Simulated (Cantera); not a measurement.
Input: 1 mol Fe₃O₄, 3.7 mol H₂, 0.053 mol H₂O, held at 4.20 mbar.

Cantera equilibrium calculation (NASA polynomials, part measured and part estimated; ideal gas, pure solids and liquids). Candidate condensed phases: Fe, FeO, Fe(OH)₂, Fe(OH)₃, Fe₂O₃, Fe₃O₄, H₂O; 12 gas species. Mutual solubility and eutectic melting of coexisting phases are not modelled. The tables' stoichiometric FeO is somewhat more stable than real wüstite, so its field is too wide. FeO: taken at fixed stoichiometry. Equilibrium is a limit: real reactors are often held back by kinetics, nucleation or transport.

Problem. Which condensed phases are stable at each of these points (T (°C)): 650, 750, 850, 950, 1050, 1150, 1250, 1350?

Solution. 
```tsv
T (°C)	condensed phases	Fe condensed (%)
650	FeO(s)	100.0
750	FeO(s)	100.0
850	FeO(s)	100.0
950	FeO(s)	100.0
1050	FeO(s)	100.0
1150	FeO(s)	100.0
1250	Fe(γ) + FeO(s)	100.0
1350	Fe(γ) + FeO(s)	99.9
```

From 650 °C to 1150 °C the condensed part is FeO(s). From 1250 °C to 1350 °C the condensed part is Fe(γ) + FeO(s).
